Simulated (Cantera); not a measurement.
**Equilibrium for sublimation and decomposition of ceramics: Si3N4 + N2 + C**

A closed system holds: 1 mol Si3N4, 0.97 mol N2, 0.32 mol C, at 18.8 Torr.

Equilibrium computed with Cantera from the NASA thermochemical tables; the gas is ideal and each condensed phase is pure. Candidate condensed phases: C, Si, SiC, Si3N4; 20 gas species. Mutual solubility and eutectic melting of coexisting phases are not modelled. The tables' values for SiN are old estimates; treat these amounts as uncertain. The numbers say what is thermodynamically allowed, not how fast it happens.

From 1602 °C to 2002 °C the condensed part is Si(l) + SiC(s). The main Si-bearing gas is Si throughout. The share of Si in condensed phases is highest at 1602 °C (100.0 %) and lowest at 2002 °C (96.1 %).

| T (°C) | x N2 | x Si | x Si2C | x Si2N | x SiN | n Si(l) | n SiC(s) |
|---|---|---|---|---|---|---|---|
| 1602 | 1.000 | 0.000362 | 5.64e-6 | 3.04e-5 | 2.05e-5 | 2.68 | 0.320 |
| 1652 | 0.999 | 0.000696 | 1.37e-5 | 4.87e-5 | 3.45e-5 | 2.68 | 0.320 |
| 1702 | 0.999 | 0.00129 | 3.18e-5 | 7.60e-5 | 5.65e-5 | 2.68 | 0.320 |
| 1752 | 0.997 | 0.00233 | 7.08e-5 | 0.000116 | 9.03e-5 | 2.67 | 0.320 |
| 1802 | 0.995 | 0.00408 | 0.000151 | 0.000173 | 0.000141 | 2.67 | 0.320 |
| 1852 | 0.992 | 0.00694 | 0.000312 | 0.000253 | 0.000215 | 2.66 | 0.319 |
| 1902 | 0.987 | 0.0115 | 0.000621 | 0.000363 | 0.000322 | 2.64 | 0.318 |
| 1952 | 0.979 | 0.0187 | 0.00120 | 0.000511 | 0.000472 | 2.61 | 0.316 |
| 2002 | 0.966 | 0.0298 | 0.00224 | 0.000706 | 0.000678 | 2.57 | 0.313 |
x: gas mole fraction; n: condensed amount in mol.
